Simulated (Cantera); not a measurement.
A closed system holds: 1 mol SiCl4, 0.39 mol C3H8, 18 mol H2, equilibrated at 2450 K and 0.480 bar.

Equilibrium computed with Cantera from the NASA thermochemical tables; the gas is ideal and each condensed phase is pure. Candidate condensed phases: C, C6H6, C7H8, C8H18, Si, SiC; 109 gas species. The tables' values for SiCl, SiCl3 are old estimates; treat these amounts as uncertain. Gases not in the tables: Si2H6 and higher silanes. Kinetics and transport are ignored.

Base state: H2 0.793, HCl 0.157, H 0.0258, SiCl2 0.0102, C2H2 (acetylene) 0.00692, Cl 0.00363, Si 0.00143, SiCl 0.000884 (mole fractions); condensed: C(graphite) + SiC(s).

Question: What changes in the equilibrium state with this change: H2 from 18 to 670 mol?

Answer: 
| species | before | after |
|---|---|---|
| H2 | 0.793 | 0.963 |
| H | 0.0258 | 0.0285 |
| HCl | 0.157 | 0.00569 |
| SiCl2 | 0.0102 | 7.83e-6 |
| Si | 0.00143 | 0.00102 |
| SiCl3 | 7.96e-5 | 2.01e-9 |
| C2HCl | 1.45e-5 | 4.98e-8 |
| C4H2 | 2.49e-5 | 2.73e-7 |
| C(graphite), mol | 0.143 | 0 |
| SiC(s), mol | 0.700 | 0 |
The tables' values for SiCl are old estimates; treat these amounts as uncertain.

Question: What changes in the equilibrium state with this change: H2 from 18 to 26 mol?

Answer: 
```tsv
species	before	after
H2	0.793	0.837
HCl	0.157	0.118
H	0.0258	0.0265
SiCl2	0.0102	0.00566
SiCl3	7.96e-5	3.24e-5
C2HCl	1.45e-5	1.01e-5
Cl	0.00363	0.00266
SiCl	0.000884	0.000671
C(graphite), mol	0.143	0
SiC(s), mol	0.700	0.730
```
